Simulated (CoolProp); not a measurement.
Properties of water along the isotherm 54.55 °C.

Values from CoolProp's reference Helmholtz-energy equation of state, Wagner 2002.

```
p (MPa)   phase  cv (kJ/(kg K))  speed of sound (m/s)  isothermal compressibility (1/MPa)  expansivity (1/kK)  Prandtl number
-------  ------  --------------  --------------------  ----------------------------------  ------------------  --------------
3.31     liquid           3.996                  1553                           0.0004389                   …            3.28
6.62     liquid           3.988                  1559                           0.0004350                   …            3.27
9.93     liquid           3.980                  1565                           0.0004312              0.4855            3.26
13.2     liquid           3.973                  1571                                   …              0.4846            3.25
16.5     liquid           3.965                  1577                           0.0004238              0.4838            3.24
19.9     liquid           3.957                  1583                           0.0004201              0.4830            3.23
23.2     liquid           3.950                  1588                           0.0004166              0.4823            3.22
26.5     liquid           3.943                  1594                           0.0004131              0.4816            3.22
29.8     liquid           3.936                  1600                           0.0004097              0.4810               …
33.1     liquid           3.929                  1606                           0.0004063              0.4804            3.20
```

Q: What belongs in the gaps?

A: 
- 3.31, expansivity (1/kK): 0.4873
- 6.62, expansivity (1/kK): 0.4864
- 13.2, isothermal compressibility (1/MPa): 0.0004275
- 29.8, Prandtl number: 3.21

Viscosity comes from a separate model (Huber 2009). Thermal conductivity comes from a separate model (Huber 2012).
